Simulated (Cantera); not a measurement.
Charge: 1 mol CCl4, a varied amount of HCl, equilibrated at 2775 °C and 750 Torr.

These are equilibrium values from Cantera (NASA tables, ideal gas, pure condensed phases), not measurements of a reactor. Candidate condensed phases: C, C6H6, C7H8, C8H18; 91 gas species. The tables' values for CCl are old estimates; treat these amounts as uncertain. Rates play no part.

x: gas mole fraction; n: condensed amount in mol.

| n(HCl) (mol) | x Cl | x HCl | x Cl2 | x H | x C3 | n C(graphite) |
|---|---|---|---|---|---|---|
| 0.029 | 0.983 | 0.00708 | 0.00896 | 0.000163 | 0.000516 | 0.988 |
| 0.034 | 0.981 | 0.00829 | 0.00894 | 0.000191 | 0.000516 | 0.988 |
| 0.039 | 0.980 | 0.00950 | 0.00892 | 0.000219 | 0.000516 | 0.988 |
| 0.046 | 0.978 | 0.0112 | 0.00889 | 0.000259 | 0.000516 | 0.988 |
| 0.054 | 0.976 | 0.0131 | 0.00885 | 0.000304 | 0.000516 | 0.988 |
| 0.063 | 0.974 | ___ | 0.00881 | ___ | 0.000516 | 0.988 |
| 0.074 | 0.972 | 0.0179 | 0.00877 | 0.000416 | 0.000516 | 0.988 |
| 0.086 | 0.969 | 0.0207 | 0.00872 | 0.000483 | 0.000516 | 0.988 |
| 0.1 | 0.966 | 0.0240 | 0.00866 | 0.000561 | 0.000516 | 0.988 |
| 0.12 | 0.961 | 0.0286 | 0.00857 | 0.000673 | 0.000516 | 0.988 |
| 0.14 | 0.956 | ___ | 0.00849 | ___ | 0.000516 | 0.988 |
| 0.16 | 0.952 | 0.0377 | 0.00841 | 0.000897 | 0.000516 | 0.988 |
| 0.19 | 0.945 | 0.0444 | 0.00829 | 0.00106 | 0.000516 | 0.988 |

Q: Fill in the missing entries.

A: 
- 0.063, x HCl: 0.0152
- 0.063, x H: 0.000354
- 0.14, x HCl: 0.0332
- 0.14, x H: 0.000785
